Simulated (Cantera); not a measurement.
Charge: 1 mol Pb, 6 mol NH3, 2.4 mol N2, at 1550 K and 1000 Pa.

Equilibrium computed with Cantera from the NASA thermochemical tables; the gas is ideal and each condensed phase is pure. Candidate condensed phases: Pb; 11 gas species. Equilibrium is a limit: real reactors are often held back by kinetics, nucleation or transport.

Base state: H2 0.584, N2 0.351, Pb 0.0649, H 0.000241 (mole fractions); condensed: gas only.

Task: What changes in the equilibrium state with this change: temperature from 1550 K to 750 K?

Result: 
```tsv
species	before	after
H2	0.584	0.625
N2	0.351	0.375
NH3	1.42e-7	1.55e-5
Pb	0.0649	9.48e-7
H	0.000241	<1e-9
Pb(l), mol	0	1.000
```
